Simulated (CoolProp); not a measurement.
Properties of octamethyltrisiloxane (MDM) along the isobar 900 kPa.

Model: reference Helmholtz-energy equation of state, Thol 2017, in CoolProp.

| T (°C) | phase | cp (kJ/(kg K)) | cv (kJ/(kg K)) | expansivity (1/kK) | fugacity coefficient |
|---|---|---|---|---|---|
| 7.25 | liquid | 1.743 | 1.433 | 1.178 | 0.0001761 |
| 24.55 | liquid | 1.781 | 1.470 | 1.216 | 0.0005977 |
| 41.75 | liquid | 1.821 | 1.509 | 1.260 | 0.001703 |
| 58.95 | liquid | 1.863 | 1.551 | 1.311 | 0.004220 |
| 76.25 | liquid | 1.906 | 1.594 | 1.370 | 0.009346 |
| 93.45 | liquid | 1.950 | 1.638 | 1.440 | 0.01866 |
| 110.65 | liquid | 1.994 | 1.682 | 1.523 | 0.03427 |
| 127.95 | liquid | 2.040 | 1.726 | 1.623 | 0.05873 |
| 145.15 | liquid | 2.086 | 1.770 | 1.747 | 0.09428 |
| 162.35 | liquid | 2.133 | 1.813 | 1.902 | 0.1434 |
| 179.65 | liquid | 2.183 | 1.856 | 2.107 | 0.2084 |
